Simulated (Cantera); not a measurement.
A closed system holds: 1 mol FeCl2, 120 mol N2, equilibrated at 0.133 bar.

These are equilibrium values from Cantera (NASA tables, ideal gas, pure condensed phases), not measurements of a reactor. Candidate condensed phases: Fe, FeCl2, FeCl3; 10 gas species. The numbers say what is thermodynamically allowed, not how fast it happens.

Question: At 1125 K, list the 3 most abundant gas species with their mole fractions, and the condensed phases.

Answer: N2 0.992, FeCl2 0.00823, Fe2Cl4 1.53e-5. Condensed: gas only.
